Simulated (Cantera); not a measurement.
## SiC + C + H2 (sublimation and decomposition of ceramics)

Feed: 1 mol SiC, 0.21 mol C, 0.059 mol H2, at 1975 °C and 10000 Pa.

Equilibrium computed with Cantera from the NASA thermochemical tables; the gas is ideal and each condensed phase is pure. Candidate condensed phases: C, C6H6, C7H8, C8H18, Si, SiC; 87 gas species. Gases not in the tables: Si2H6 and higher silanes. Rates play no part.

```
Quantity                               Result
--------------------------------  -----------
x(H2)                                   0.973
x(H)                                   0.0229
x(C2H2 (acetylene))                   0.00323
x(Si)                                0.000721
x(SiH)                                9.08e-5
x(SiC2)                               8.29e-5
x(Si2C)                               4.97e-5
x(SiH2)                               4.48e-5
x(CH4)                                2.25e-5
n(C(graphite))                      0.210 mol
n(SiC(s))                           1.000 mol
gas amount                        0.05974 mol
log10 activity of Si(l) (absent)        -0.91
```
